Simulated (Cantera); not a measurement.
Input: 1 mol Si3N4, 0.004 mol H2O, 3.3 mol N2, 2 mol CO2, at 1.30 Pa.

Cantera equilibrium calculation (NASA polynomials, part measured and part estimated; ideal gas, pure solids and liquids). Candidate condensed phases: C, C6H6, C7H8, C8H18, H2O, Si, SiC, SiO2, Si2N2O, Si3N4; 151 gas species. Mutual solubility and eutectic melting of coexisting phases are not modelled. The tables' values for SiN are old estimates; treat these amounts as uncertain. The tables hold silica as quartz up to 1696 K and as liquid above; real silica turns to tridymite and cristobalite and melts near 1996 K. Rates play no part.

x: gas mole fraction; n: condensed amount in mol.

| T (K) | x N2 | x CO | x SiO | x Si | x H | n SiO2(β-quartz) | n Si2N2O(s) | n SiC(s) |
|---|---|---|---|---|---|---|---|---|
| 998 | 0.664 | 0.335 | 1.12e-8 | <1e-12 | 1.54e-8 | 0.336 | 1.33 | 0 |
| 1148 | 0.664 | 0.335 | [?] | <1e-12 | [?] | 0.336 | 1.33 | 0 |
| 1298 | 0.656 | 0.328 | 0.0157 | 2.47e-9 | 7.59e-6 | 0.304 | 1.30 | 0 |
| 1448 | 0.574 | 0.189 | 0.236 | 3.76e-5 | 5.31e-5 | 0 | 0.293 | 0.351 |
| 1598 | 0.568 | 0.162 | [?] | [?] | [?] | 0 | 0 | [?] |
| 1748 | 0.548 | 0.174 | 0.241 | 0.0360 | 0.000628 | 0 | 0 | 0.319 |
| 1898 | 0.514 | 0.194 | 0.195 | 0.0961 | 0.000751 | 0 | 0 | 0 |
| 2048 | 0.514 | 0.194 | 0.194 | 0.0965 | 0.000773 | 0 | 0 | 0 |

Problem. What belongs in the gaps?

Solution. 
- 1598, x SiO: 0.267
- 1598, x Si: 0.00180
- 1598, x H: 0.000256
- 1598, n SiC(s): 0.489
- 1148, x SiO: 3.40e-5
- 1148, x H: 5.14e-7
